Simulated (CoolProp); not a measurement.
A single-stage vapour-compression cycle with CH3F (R41): evaporating at 245.15 K (dew point), condensing at 291.15 K (bubble point), superheat 5 K, subcooling 8 K, compressor efficiency 0.7, no pressure losses. Each further row changes one setting.

The numbers come from the reference Helmholtz-energy equation of state, Lemmon 2006 in CoolProp. It is a short technical equation, of lower accuracy than the large ones.

```csv
case,cooling COP,pressure ratio,discharge temperature (K),refrigerating effect (kJ/kg),volumetric capacity (kJ/m³)
as stated,2.86,3.69,360.2,317,5360
evaporating temperature 250.15 K,3.35,3.13,…,318,6330
condensing temperature 286.15 K,3.34,3.26,348.7,331,5580
subcooling 13 K,2.99,3.69,360.2,331,5590
superheat 15 K,2.80,3.69,…,…,5260
compressor efficiency 0.6,2.45,3.69,…,317,5360
```

**Question.** Some entries are withheld; supply them.

**Answer.** 
- evaporating temperature 250.15 K, discharge temperature (K): 350.9
- superheat 15 K, discharge temperature (K): 375.0
- superheat 15 K, refrigerating effect (kJ/kg): 333
- compressor efficiency 0.6, discharge temperature (K): 372.2
